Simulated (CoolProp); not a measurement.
Vapour pressure (MPa) of nitrogen: the reference equation beside estimates from Tc = 126.2 K, pc = 3.396 MPa, ω = 0.037.

The numbers come from the reference Helmholtz-energy equation of state, Span 2000 in CoolProp.

```tsv
T (K)	reference	Lee-Kesler	Redlich-Kwong	Soave-Redlich-Kwong	Peng-Robinson
69.5	0.03580	0.03546	0.02663	0.03500	0.03672
76.7	0.09373	0.09321	0.07954	0.09254	0.09494
84	0.2076	0.2073	0.1913	0.2067	0.2088
91.2	0.3989	[?]	0.3865	[?]	0.4002
98.5	0.7003	0.7007	0.6992	0.7058	0.7023
105.8	1.139	1.138	[?]	1.152	1.144
113	1.737	1.734	[?]	[?]	1.747
120.3	2.549	2.546	2.584	2.573	2.562
```

**Question.** Fill in the missing entries.

**Answer.** 
- 91.2, Lee-Kesler: 0.3992
- 91.2, Soave-Redlich-Kwong: 0.3999
- 105.8, Redlich-Kwong: 1.155
- 113, Redlich-Kwong: 1.770
- 113, Soave-Redlich-Kwong: 1.759

Absolute difference from the reference over all 8 rows, mean and median: Lee-Kesler 0.3 and 0.1 %, Redlich-Kwong 7.1 and 2.5 %, Soave-Redlich-Kwong 1.0 and 1.0 %, Peng-Robinson 0.8 and 0.5 %.
